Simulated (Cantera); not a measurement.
An isothermal, constant-pressure homogeneous reactor starts with CH₄ : H₂ : CO₂ = 0.019 : 1 : 0.0026 (molar parts), at 2348 K and 0.0263 atm.

Cantera simulation using GRI-Mech 3.0 (53 species, 325 reactions); the numbers are that mechanism's predictions, not measurements. GRI-Mech 3.0 stops at C3 and has no aromatics, soot or wall deposition, so with more carbon than oxygen in the feed, carbon stays in small species such as C2H2 where larger ones or solid carbon would form. Radical loss at walls, strong at low pressure, is not modelled.

x: mole fraction; the columns are a selection and need not sum to one.

```tsv
t (s)	x CH₄	x H₂	x CO₂	x O	x H₂O
1.00e-6	0.0186	0.979	0.00254	5.45e-11	4.34e-10
4.92e-6	0.0186	0.979	0.00254	6.61e-11	2.19e-8
2.42e-5	0.0185	0.979	0.00254	7.33e-11	7.34e-7
0.000119	0.0180	0.977	0.00252	2.79e-10	2.00e-5
0.000585	0.0159	0.971	0.00209	[?]	0.000439
0.00288	0.00606	0.961	8.27e-5	[?]	0.00233
0.0141	0.000507	0.954	1.05e-6	[?]	0.00197
0.0695	0.000104	0.940	4.26e-7	[?]	0.000529
0.342	6.24e-6	0.919	6.81e-12	4.63e-12	7.45e-9
1.68	5.28e-6	0.915	3.10e-12	2.50e-12	3.40e-9
8.27	5.28e-6	0.915	3.10e-12	2.50e-12	3.40e-9
40.7	5.28e-6	0.915	3.10e-12	2.50e-12	3.40e-9
200	5.28e-6	0.915	3.10e-12	2.50e-12	3.40e-9
```

**Question.** Fill in the missing entries.

**Answer.** 
- 0.000585, x O: 6.86e-9
- 0.00288, x O: 1.26e-7
- 0.0141, x O: 2.45e-7
- 0.0695, x O: 1.44e-7
